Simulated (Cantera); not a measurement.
Charge: 1 mol Fe2O3, 9.1 mol Cl2, 1.4 mol O2, held at 1330 Pa.

Equilibrium computed with Cantera from the NASA thermochemical tables; the gas is ideal and each condensed phase is pure. Candidate condensed phases: Fe, FeCl2, FeCl3, FeO, Fe2O3, Fe3O4; 13 gas species. The numbers say what is thermodynamically allowed, not how fast it happens. All values below are at 1025 K.

Base state: Cl2 0.785, O2 0.165, FeCl3 0.0430, Cl 0.00429, FeCl2 0.00207, Fe2Cl6 3.24e-5, ClO 1.17e-5 (mole fractions); condensed: Fe2O3(s).

### Question
What changes in the equilibrium state with this change: Fe2O3 replaced by SiO2?

### Answer
| species | before | after |
|---|---|---|
| Cl2 | 0.785 | 0.862 |
| O2 | 0.165 | 0.133 |
| Cl | 0.00429 | 0.00450 |
| FeCl3 | 0.0430 | 0 |
| FeCl2 | 0.00207 | 0 |
| Fe2Cl6 | 3.24e-5 | 0 |
| Fe2O3(s), mol | 0.760 | 0 |
| SiO2(β-quartz), mol | 0 | 1.00 |
Further candidate phases: Si, SiO2.
